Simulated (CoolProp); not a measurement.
Model: reference Helmholtz-energy equation of state, Gao 2022, in CoolProp.

Problem. For n-perfluorohexane, give the phase and the density (kg/m³), fugacity coefficient at 427.1 K and 1.55 MPa.

Solution. 
- 427.1 K and 1.55 MPa: liquid; density 1150, fugacity coefficient 0.561
